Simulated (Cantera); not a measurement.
Source: NASA polynomial tables (part measured, part estimated), evaluated in Cantera. Values are per mole of reaction as written; species without (g) are pure solids or liquids, kept so even where they would boil at 1 bar.

**Question.** Between 300 and 2448 K, where is each reaction favourable under standard conditions?
- CF₄(g) + Cu ⇌ CF₂(g) + CuF₂
- 2 CF₂(g) + CuF₂(g) ⇌ 2 CF₃(g) + Cu

**Answer.** 
- CF₄(g) + Cu ⇌ CF₂(g) + CuF₂: ΔG° is 205 kJ at 300 K and 43 kJ at 2448 K; it stays positive (K < 1). ΔH° is 295 kJ and ΔS° 103 J/K at 2448 K.
- 2 CF₂(g) + CuF₂(g) ⇌ 2 CF₃(g) + Cu: ΔG° is -254 kJ at 300 K and 103 kJ at 2448 K; it changes sign between 1648 and 1848 K. ΔH° is -259 kJ and ΔS° -148 J/K at 2448 K.
